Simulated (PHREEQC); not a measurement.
Synthetic water in mmol/kgw, 25 °C, pH 8.13, pe 1.9:

```
constituent           mmol/kgw
--------------------  --------
Na                        79.7
K                         26.6
Ca                       0.716
Mg                         6.5
Cl                         115
S(6)                      2.07
Alkalinity (meq/kgw)     0.173
Si                        0.75
N(-3)                     1.85
```

Cl is adjusted to close the charge balance.
Valence states are taken as typed.

Computed with PHREEQC (ion-association model, phreeqc.dat).

Task: The ionic strength comes out as 0.130 mol/kgw. What activity coefficients do Ca+2, Mg+2, NH4+, K+, MgOH+ get?

Result: Ca+2 0.36, Mg+2 0.38, NH4+ 0.72, K+ 0.74, MgOH+ 0.79.

Precipitation was switched off in this run. The solution is supersaturated, for example in Quartz (slow to form), Chalcedony (slow to form), so a real one may precipitate; this is no full list.
